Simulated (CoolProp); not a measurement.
Vapour-liquid equilibrium of CH2F2 (R32) (1) + R1234yf (2) at 252.1 K; x and y are mole fractions of (1).

The numbers come from the multi-fluid Helmholtz-energy mixture model, Tillner-Roth 1997 and Lemmon 2022; pair parameters Bell 2023 in CoolProp.

Question: Give the bubble pressure and the first vapour's composition at x = 0.125, 0.8, 0.875. Is there an azeotrope?

Answer: x = 0.125: 1.971 bar, y = 0.342; x = 0.8: 3.657 bar, y = 0.876; x = 0.875: 3.760 bar, y = 0.916. No azeotrope shows between x = 0.05 and 0.95.

The pair parameters rest on a limited set of measurements; away from them the model extrapolates.
